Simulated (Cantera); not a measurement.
A Cantera script and what it prints.

```python
import numpy as np
import cantera as ct

gas_names = """
    F FO FO2 F2 F2O O O2 O3 Si SiF SiF2 SiF3 SiF4 SiO SiO2 Si2 Si3
""".split()
cond_names = """
    Si(cr) Si(L) SiO2(Lqz) SiO2(hqz) SiO2(L)
""".split()


def load(file, names, dense=False):
    # The tables refer to 1 bar. Condensed volumes are neglected.
    table = {s.name: s for s in ct.Species.list_from_file(file)}
    out = []
    for n in names:
        d = dict(table[n].input_data)
        d["thermo"] = dict(d["thermo"], **{"reference-pressure": 1e5})
        if dense:
            d["equation-of-state"] = {"model": "constant-volume", "density": "1e6 g/cm^3"}
        out.append(ct.Species.from_dict(d))
    return out


gas = ct.Solution(thermo="ideal-gas", species=load("nasa_gas.yaml", gas_names))
cond = {s.name: ct.Solution(thermo="fixed-stoichiometry", species=[s], name=s.name)
        for s in load("nasa_condensed.yaml", cond_names, dense=True)}
atoms = {
    'SiF4': {'Si': 1, 'F': 4},
    'O2': {'O': 2},
}
top_T = {}  # K; cautious upper limits of use, not melting points


def equilibrate(T, P, feed):
    n = {}
    for name, mol in feed.items():
        for a, k in atoms[name].items():
            n[a] = n.get(a, 0.0) + k * mol
    gas.TPX = T, P, n
    mass = sum(n.values()) * gas.mean_molecular_weight
    gas.equilibrate("TP")
    valid = [c for c in cond.values() if c.min_temp <= T <= top_T.get(c.name, c.max_temp)]
    mix = ct.Mixture([(gas, mass / gas.mean_molecular_weight)] + [(c, 0.0) for c in valid])
    mix.T, mix.P = T, P
    mix.equilibrate("TP", solver="vcs", rtol=1e-11, max_steps=5000)
    return mix


results = []
feed = {'SiF4': 1, 'O2': 1.2}  # mol
T = 1125  # K
P = 1000  # Pa
mix = equilibrate(T, P, feed)
results.append((T, P, feed, dict(zip(mix.species_names, mix.species_moles))))
x = sorted(zip(gas.X, gas.species_names), reverse=True)
print(f"T = {T:g} K  P = {P:g} Pa  gas = {mix.phase_moles(0):.4g} mol")
print("   x: " + "  ".join(f"{s} {v:.3e}" for v, s in x if v > 0.001))
print("   condensed (mol): " + ("  ".join(f"{mix.phase(i).name} {mix.phase_moles(i):.4g}"
      for i in range(1, mix.n_phases) if mix.phase_moles(i) > 1e-12) or "none"))
```

Result:

```
T = 1125 K  P = 1000 Pa  gas = 2.2 mol
   x: O2 5.455e-01  SiF4 4.545e-01
   condensed (mol): SiO2(hqz) 2.509e-09
```

Method: chemical equilibrium by Gibbs-energy minimisation in Cantera with the NASA 1993 tables (ideal gas, pure condensed phases).
